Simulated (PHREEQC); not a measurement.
# Metal-bearing waste water

Consider water at 25 °C with 0.01 mol/kgw Al2(SO4)3, 4.5e-05 mol/kgw CuCl2 and 0.013 mol/kgw HCl. Closed to the air; pH follows from the charge balance.

Equilibrium calculation in PHREEQC: ion-association model, phreeqc.dat.

Each row changes one thing in this solution. Precipitation was switched off in this run.

```tsv
case	pH	ionic strength (mol/kgw)	AlSO4+ (mol/kgw)	SO4-2 (mol/kgw)	Al+3 (mol/kgw)	HSO4- (mol/kgw)	SI of Gibbsite (Al(OH)3)
as made	2.10	0.0570	0.0141	0.00872	0.00412	0.00366	-4.83
diluted 100-fold with water	3.88	0.00124	___	0.000235	___	2.67e-6	-0.50
CuCl2 from 4.5e-05 to 2.25e-05 mol/kgw	2.10	0.0570	0.0141	0.00872	0.00411	0.00366	-4.83
Al2(SO4)3 from 0.01 to 0.005 mol/kgw	2.04	0.0389	0.00670	0.00478	0.00279	0.00250	-5.11
CuCl2 left out	2.10	0.0569	0.0141	0.00872	0.00411	0.00366	-4.83
HCl left out	4.01	0.0434	0.0146	0.0106	0.00292	5.81e-5	+0.80
HCl from 0.013 to 0.0195 mol/kgw	1.92	___	0.0138	0.00809	0.00469	0.00507	-5.36
temperature from 25 to 15 °C	2.08	0.0590	0.0139	0.00928	0.00432	0.00329	-5.44
temperature from 25 to 60 °C	2.19	0.0523	___	0.00687	___	0.00541	-2.86
```

Q: Complete the blanks.

A: 
- diluted 100-fold with water, AlSO4+ (mol/kgw): 6.13e-5
- diluted 100-fold with water, Al+3 (mol/kgw): 0.000130
- HCl from 0.013 to 0.0195 mol/kgw, ionic strength (mol/kgw): 0.0646
- temperature from 25 to 60 °C, AlSO4+ (mol/kgw): 0.0145
- temperature from 25 to 60 °C, Al+3 (mol/kgw): 0.00384

Complexes and solids missing from the database can't appear. Some of these states are supersaturated (in Gibbsite (slow to form), for instance). Constants without temperature data keep their 25 °C values here.
